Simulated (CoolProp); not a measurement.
Vapour-liquid equilibrium of R114 (1) + n-hexane (2) at 279.4 K; x and y are mole fractions of (1).

Values from CoolProp's multi-fluid Helmholtz-energy mixture model, Platzer 1990 and Thol 2019; pair parameters Bell 2016. This equation is an older, rougher fit; its heat capacities, sound speeds and derivatives of the liquid may be far off and weren't checked against measurements.

| x | bubble pressure (bar) | y at the bubble point | dew pressure at overall composition x (bar) | liquid density (mol/L) |
|---|---|---|---|---|
| 0.05 | 0.1795 | ___ | ___ | 7.838 |
| 0.2 | 0.4128 | 0.830 | 0.1037 | 7.976 |
| 0.35 | 0.5841 | 0.896 | 0.1264 | 8.119 |
| 0.5 | 0.7173 | ___ | 0.1617 | 8.267 |
| 0.65 | ___ | 0.950 | ___ | 8.424 |
| 0.8 | 0.9464 | 0.970 | 0.3628 | 8.591 |
| 0.95 | 1.073 | ___ | ___ | 8.773 |

Q: Some entries are withheld; supply them.

A: 
- 0.05, y at the bubble point: 0.553
- 0.05, dew pressure at overall composition x (bar): 0.08791
- 0.5, y at the bubble point: 0.928
- 0.65, bubble pressure (bar): 0.8325
- 0.65, dew pressure at overall composition x (bar): 0.2241
- 0.95, y at the bubble point: 0.992
- 0.95, dew pressure at overall composition x (bar): 0.8322

No azeotrope shows between x = 0.05 and 0.95.

The pair parameters rest on a limited set of measurements; away from them the model extrapolates.
